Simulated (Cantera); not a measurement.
A closed system holds: 1 mol (CH3)2SiCl2, 1.2 mol CH4, 1500 mol H2, equilibrated at 90.0 Torr.

These are equilibrium values from Cantera (NASA tables, ideal gas, pure condensed phases), not measurements of a reactor. Candidate condensed phases: C, C6H6, C7H8, C8H18, Si, SiC; 109 gas species. The feed counts by its element totals alone. Equilibrium is a limit: real reactors are often held back by kinetics, nucleation or transport.

**Question.** At 1200 °C, list the 4 most abundant gas species with their mole fractions, and the condensed phases.

**Answer.** H2 0.998, HCl 0.00133, CH4 0.000351, H 3.65e-5. Condensed: C(graphite) + SiC(s).
